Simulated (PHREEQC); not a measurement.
Dissolve 0.033 mol Cu(BF4)2 and 0.24 mol HNO3 per kg of water at 25 °C. Closed to the air; pH follows from the charge balance.

Model: ion-association model, wateq4f.dat, run in PHREEQC.

The ionic strength comes out as 0.336 mol/kgw. What activity coefficients do BF2(OH)2-, NO3-, HF2-, CuF+, BF3OH- get?

BF2(OH)2- 0.63, NO3- 0.65, HF2- 0.67, CuF+ 0.73, BF3OH- 0.63.

No solid was allowed to form. Species that the database lacks are ignored. Real BF4- forms and hydrolyses slowly; the run takes it at equilibrium.
